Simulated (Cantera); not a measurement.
Ammonia decomposition in nitride growth gas

An isothermal, constant-pressure homogeneous reactor starts with 35.7 % NH3, 64.3 % H2, at 1600 K and 1.38 atm.

Detailed kinetics in Cantera: the gas-phase N/H chemistry of the illustrative SiF4/NH3 mechanism in the Surface Chemkin manual (1991). Walls and surfaces, which speed up NH3 decomposition in real reactors, are not modelled.

```csv
t (s),x NH3,x H2,x N2H2,x N2H4,x N,x NH
0.000900,0.357,0.643,2.03e-8,1.68e-8,4.45e-10,3.72e-8
0.00288,0.357,0.643,6.78e-8,5.18e-8,2.39e-9,1.14e-7
0.00924,0.357,0.643,7.26e-8,5.52e-8,2.63e-9,1.22e-7
0.0296,0.356,0.643,7.24e-8,5.50e-8,2.63e-9,1.22e-7
0.0949,0.354,0.644,7.17e-8,5.45e-8,2.62e-9,1.21e-7
0.304,0.349,0.648,6.94e-8,5.30e-8,2.59e-9,1.20e-7
0.974,0.332,0.659,6.29e-8,4.84e-8,2.51e-9,1.15e-7
3.12,0.287,0.687,4.72e-8,3.72e-8,2.27e-9,1.02e-7
10.0,0.200,0.742,2.33e-8,1.92e-8,1.73e-9,7.58e-8
```
x: mole fraction; the columns are a selection and need not sum to one.

Equilibrium at this temperature and pressure: NH3 1.89e-5, H2 0.868, N2H2 <1e-12, N2H4 <1e-12, N <1e-12, NH 8.26e-12 (gas phase only).
